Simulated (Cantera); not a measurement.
Charge: 1 mol Ni, 4.1 mol NH3, 47 mol N2, held at 1 atm.

Equilibrium computed with Cantera from the NASA thermochemical tables; the gas is ideal and each condensed phase is pure. Candidate condensed phases: Ni; 10 gas species. Equilibrium is a limit: real reactors are often held back by kinetics, nucleation or transport. All values below are at 1998 K.

Base state: N2 0.888, H2 0.111, H 0.000531, Ni 0.000182 (mole fractions); condensed: Ni(l).

**Question.** What changes in the equilibrium state with this change: Ni replaced by Cu?

**Answer.** 
```json
[
 {"species": "N2", "before": "0.888", "after": "0.885"},
 {"species": "H2", "before": "0.111", "after": "0.111"},
 {"species": "Cu", "before": "0", "after": "0.00417"},
 {"species": "Ni", "before": "0.000182", "after": "0"},
 {"species": "Cu2", "before": "0", "after": "1.71e-5"},
 {"species": "H", "before": "0.000531", "after": "0.000530"},
 {"species": "Ni(l), mol", "before": "0.990", "after": "0"},
 {"species": "Cu(l), mol", "before": "0", "after": "0.767"}
]
```
Further candidate phases: Cu.
